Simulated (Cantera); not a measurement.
Adiabatic ignition

An adiabatic, constant-volume homogeneous reactor starts with H2 : O2 : N2 = 1 : 0.794 : 2.98 (molar parts), at 1275 K and 35000 Pa.

Cantera simulation using the H2/O2 subset of GRI-Mech 3.0, which has no nitrogen chemistry; the numbers are that mechanism's predictions, not measurements.

| t (s) | T (K) | P (bar) | x H2 | x O2 | x O | x HO2 | x H2O2 | x H | x H2O |
|---|---|---|---|---|---|---|---|---|---|
| 5.00e-6 | 1275 | 0.350 | 0.209 | 0.166 | 3.17e-9 | 1.62e-8 | 3.31e-11 | 1.99e-8 | 7.44e-9 |
| 1.21e-5 | 1275 | 0.350 | 0.209 | 0.166 | 2.00e-8 | 4.15e-8 | 1.96e-10 | 1.06e-7 | 9.00e-8 |
| 2.92e-5 | 1275 | 0.350 | 0.209 | 0.166 | 5.53e-7 | 1.99e-7 | 1.50e-9 | 2.82e-6 | 3.39e-6 |
| 7.07e-5 | 1284 | 0.352 | 0.198 | 0.161 | 0.00121 | 2.20e-5 | 2.87e-7 | 0.00612 | 0.00781 |
| 0.000171 | 2115 | 0.553 | 0.0268 | 0.0673 | 0.0263 | 9.26e-6 | 2.64e-7 | 0.0367 | 0.161 |
| 0.000414 | 2607 | 0.660 | 0.0158 | 0.0634 | 0.0129 | 9.04e-6 | 2.79e-7 | 0.0106 | 0.191 |
| 0.00100 | 2686 | 0.677 | 0.0132 | 0.0632 | 0.0105 | 1.16e-5 | 4.16e-7 | 0.00758 | 0.197 |
| 0.00242 | 2686 | 0.677 | 0.0132 | 0.0632 | 0.0105 | 1.16e-5 | 4.17e-7 | 0.00758 | 0.197 |
| 0.00585 | 2686 | 0.677 | 0.0132 | 0.0632 | 0.0105 | 1.16e-5 | 4.17e-7 | 0.00758 | 0.197 |
| 0.0141 | 2686 | 0.677 | 0.0132 | 0.0632 | 0.0105 | 1.16e-5 | 4.17e-7 | 0.00758 | 0.197 |
| 0.0342 | 2686 | 0.677 | 0.0132 | 0.0632 | 0.0105 | 1.16e-5 | 4.17e-7 | 0.00758 | 0.197 |
| 0.0827 | 2686 | 0.677 | 0.0132 | 0.0632 | 0.0105 | 1.16e-5 | 4.17e-7 | 0.00758 | 0.197 |
| 0.200 | 2686 | 0.677 | 0.0132 | 0.0632 | 0.0105 | 1.16e-5 | 4.17e-7 | 0.00758 | 0.197 |
x: mole fraction; the columns are a selection and need not sum to one.

```
Quantity                                                          Result
---------------------------------  -------------------------------------
time of steepest temperature rise                                88.3 µs
temperature at 0.200 s                                            2686 K
equilibrium temperature                                           2686 K
x(H2) at 0.200 s                   0.0132 (gas-phase equilibrium 0.0132)
x(O2) at 0.200 s                   0.0632 (gas-phase equilibrium 0.0632)
x(O) at 0.200 s                    0.0105 (gas-phase equilibrium 0.0105)
```
